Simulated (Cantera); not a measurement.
Cantera with NASA thermochemical tables; ideal gases at 1 bar, condensed phases pure. Values are per mole of reaction as written; species without (g) are pure solids or liquids, kept so even where they would boil at 1 bar.

3 PbF2 + N2(g) → 3 Pb + 2 NF3(g)

```json
[
 {"T (K)": "398", "ΔH° (kJ)": "1762.2", "ΔS° (J/K)": "170.1", "ΔG° (kJ)": "1694.5", "log10 K": "-222.39", "condensed phases": "PbF2(s), Pb(s)"},
 {"T (K)": "498", "ΔH° (kJ)": "___", "ΔS° (J/K)": "___", "ΔG° (kJ)": "___", "log10 K": "___", "condensed phases": "PbF2(s), Pb(s)"},
 {"T (K)": "598", "ΔH° (kJ)": "1747.9", "ΔS° (J/K)": "142.6", "ΔG° (kJ)": "1662.7", "log10 K": "-145.23", "condensed phases": "PbF2(s), Pb(s)"},
 {"T (K)": "698", "ΔH° (kJ)": "1745.0", "ΔS° (J/K)": "140.0", "ΔG° (kJ)": "1647.3", "log10 K": "-123.27", "condensed phases": "PbF2(s), Pb(l)"},
 {"T (K)": "798", "ΔH° (kJ)": "1728.3", "ΔS° (J/K)": "117.5", "ΔG° (kJ)": "1634.5", "log10 K": "-106.99", "condensed phases": "PbF2(s), Pb(l)"},
 {"T (K)": "898", "ΔH° (kJ)": "1719.6", "ΔS° (J/K)": "107.2", "ΔG° (kJ)": "1623.4", "log10 K": "-94.43", "condensed phases": "PbF2(s), Pb(l)"},
 {"T (K)": "998", "ΔH° (kJ)": "1714.2", "ΔS° (J/K)": "101.4", "ΔG° (kJ)": "1613.0", "log10 K": "-84.42", "condensed phases": "PbF2(s), Pb(l)"},
 {"T (K)": "1098", "ΔH° (kJ)": "1711.2", "ΔS° (J/K)": "98.6", "ΔG° (kJ)": "1603.0", "log10 K": "-76.26", "condensed phases": "PbF2(s), Pb(l)"},
 {"T (K)": "1198", "ΔH° (kJ)": "___", "ΔS° (J/K)": "___", "ΔG° (kJ)": "___", "log10 K": "___", "condensed phases": "PbF2(l), Pb(l)"},
 {"T (K)": "1298", "ΔH° (kJ)": "___", "ΔS° (J/K)": "___", "ΔG° (kJ)": "___", "log10 K": "___", "condensed phases": "PbF2(l), Pb(l)"},
 {"T (K)": "1398", "ΔH° (kJ)": "1634.2", "ΔS° (J/K)": "32.1", "ΔG° (kJ)": "1589.3", "log10 K": "-59.38", "condensed phases": "PbF2(l), Pb(l)"}
]
```

**Question.** Fill in the missing entries.

**Answer.** 
- 498, ΔH° (kJ): 1757.4
- 498, ΔS° (J/K): 159.4
- 498, ΔG° (kJ): 1678.0
- 498, log10 K: -176.00
- 1198, ΔH° (kJ): 1656.2
- 1198, ΔS° (J/K): 49.1
- 1198, ΔG° (kJ): 1597.4
- 1198, log10 K: -69.65
- 1298, ΔH° (kJ): 1645.2
- 1298, ΔS° (J/K): 40.2
- 1298, ΔG° (kJ): 1592.9
- 1298, log10 K: -64.10
